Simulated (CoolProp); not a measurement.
Vapour-liquid equilibrium of benzene (1) + o-xylene (2) at 0.341 MPa; x and y are mole fractions of (1).

Computed with CoolProp (multi-fluid Helmholtz-energy mixture model, Thol 2012 and Zhou 2012; pair parameters Bell 2016).

Question: Give the bubble temperature and the first vapour's composition at x = 0.125, 0.425, 0.875. Is there an azeotrope?

Answer: x = 0.125: 182.8 °C, y = 0.333; x = 0.425: 152.6 °C, y = 0.779; x = 0.875: 129.8 °C, y = 0.967. No azeotrope shows between x = 0.05 and 0.95.

Pair parameters are fitted to limited data, so mixtures are less certain than the pure fluids. The gap from Raoult's law changes sign with composition, which may be real or a fault of the pair parameters; it wasn't checked against measurements.
